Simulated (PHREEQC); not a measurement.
Dissolve 0.0084 mol/kgw H3BO3, 0.0088 mol/kgw NH3 and 0.0017 mol/kgw NaCl at 25 °C. Closed to the air; pH follows from the charge balance.

Model: ion-association model, phreeqc.dat, run in PHREEQC.

```tsv
quantity	before	after
pH	9.26	10.58
ionic strength (mol/kgw)	0.00620	0.00211
SI of Halite (NaCl)	-7.18	-7.15
```

### Question
Which change was made?
A. H3BO3 left out
B. H3BO3 from 0.0084 to 0.00924 mol/kgw
C. NH3 left out
D. diluted 2-fold with water

### Answer
A, H3BO3 left out

This is a speciation only: nothing precipitates in the calculation.
